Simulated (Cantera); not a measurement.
Input: 1 mol SiH2Cl2, 26 mol N2, at 1125 K and 24000 Pa.

These are equilibrium values from Cantera (NASA tables, ideal gas, pure condensed phases), not measurements of a reactor. Candidate condensed phases: NH4Cl, Si, Si3N4; 28 gas species. N2 is the only nitrogen source here; it is nearly inert below about 1500 K, so the nitride shown seldom forms there in practice. The tables' values for SiCl3 are old estimates; treat these amounts as uncertain. Kinetics and transport are ignored.

Base state: N2 0.933, HCl 0.0500, H2 0.0117, SiCl4 0.00579, SiCl3 3.21e-5, SiHCl3 2.35e-5 (mole fractions); condensed: Si3N4(s).

### Question
What changes in the equilibrium state with this change: N2 from 26 to 0.35 mol?

### Answer
```csv
species,before,after
H2,0.0117,0.588
SiCl4,0.00579,0.276
HCl,0.0500,0.102
N2,0.933,1.56e-6
SiHCl3,2.35e-5,0.0277
SiH2Cl2,1.17e-8,0.000342
SiCl2,2.19e-6,0.00127
SiCl3,3.21e-5,0.00534
"Si3N4(s), mol",0.280,0.175
```

### Question
What changes in the equilibrium state with this change: N2 from 26 to 0.99 mol?

### Answer
| species | before | after |
|---|---|---|
| HCl | 0.0500 | 0.394 |
| H2 | 0.0117 | 0.250 |
| N2 | 0.933 | 0.229 |
| SiCl4 | 0.00579 | 0.124 |
| SiHCl3 | 2.35e-5 | 0.00137 |
| SiCl3 | 3.21e-5 | 0.000405 |
| SiCl2 | 2.19e-6 | 1.62e-5 |
| Si3N4(s), mol | 0.280 | 0.240 |
